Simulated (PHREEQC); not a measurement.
Dissolve 1.2 mmol/kgw CuSO4 at 80 °C. Closed to the air; pH follows from the charge balance.

Equilibrium calculation in PHREEQC: ion-association model, wateq4f.dat.

| Quantity | Result |
|---|---|
| pH | 4.77 |
| ionic strength | 0.00413 mol/kgw |

| species | molality | activity | log γ |
|---|---|---|---|
| SO4-2 | 0.00103 | 0.000761 | -0.133 |
| Cu+2 | 0.00102 | 0.000753 | -0.130 |
| CuSO4 | 0.000161 | 0.000161 | 0.000 |
| H+ | 1.83e-5 | 1.71e-5 | -0.031 |
| Cu2(OH)2+2 | 1.17e-5 | 8.54e-6 | -0.135 |
| HSO4- | 5.59e-6 | 5.18e-6 | -0.033 |

Precipitation was switched off in this run. The solution is supersaturated, for example in Tenorite (slow to form), so a real one may precipitate; this is no full list. Away from 25 °C the constants follow the database's enthalpies or fits; those with neither stay at their 25 °C values.
